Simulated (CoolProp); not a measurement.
A closed Brayton cycle with carbon dioxide: compressor inlet 319.15 K and 9 MPa, high pressure 21.9 MPa, turbine inlet 865 K, compressor efficiency 0.8, turbine efficiency 0.93, recuperator effectiveness 0.95 (on enthalpy, no pinch check). Each further row changes one setting.

Computed with CoolProp (reference Helmholtz-energy equation of state, Span 1996).

```csv
case,thermal efficiency (%),net work (kJ/kg),compressor to turbine work,compressor exit (K),turbine exit (K)
as stated,37.7,89.9,0.30,381.2,751.5
turbine inlet 815 K,35.8,(withheld),0.32,381.2,(withheld)
compressor inlet 329.15 K,36.6,80.9,(withheld),403.5,751.5
high pressure 18.6 MPa,(withheld),76.1,0.28,369.5,771.8
recuperator effectiveness 0.5,20.7,89.9,0.30,381.2,751.5
```

**Question.** What belongs in the gaps?

**Answer.** 
- turbine inlet 815 K, net work (kJ/kg): 81.6
- turbine inlet 815 K, turbine exit (K): 705.6
- compressor inlet 329.15 K, compressor to turbine work: 0.37
- high pressure 18.6 MPa, thermal efficiency (%): 36.1
